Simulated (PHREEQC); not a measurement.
## Nickel, zinc or cadmium bath

Consider water at 25 °C with 0.018 mol/kgw CdSO4, 0.0014 mol/kgw KCl and 0.015 mol/kgw H2SO4. Closed to the air; pH follows from the charge balance.

Equilibrium calculation in PHREEQC: ion-association model, wateq4f.dat.

Precipitation was switched off in this run.

**Question.** What pH, ionic strength does the model give?

**Answer.** pH 1.79; ionic strength 0.0646 mol/kgw.

**Question.** In which forms is K present?

**Answer.** K+ 96 %, KSO4- 3.7 % of the K.
